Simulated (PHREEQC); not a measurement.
Solution (25 °C): 0.002 mol FeSO4 and 0.0027 mol CuCl2 per kg of water. Closed to the air; pH follows from the charge balance.

Equilibrium calculation in PHREEQC: ion-association model, wateq4f.dat.

Question: The ionic strength comes out as 0.0141 mol/kgw. What activity coefficients do H+, CuOH+, Fe+2, FeCl+, Cu2(OH)2+2 get?

Answer: H+ 0.90, CuOH+ 0.89, Fe+2 0.64, FeCl+ 0.89, Cu2(OH)2+2 0.62.

Precipitation was switched off in this run. Examples of supersaturated solids here: Brochantite, Antlerite. Others may be too.
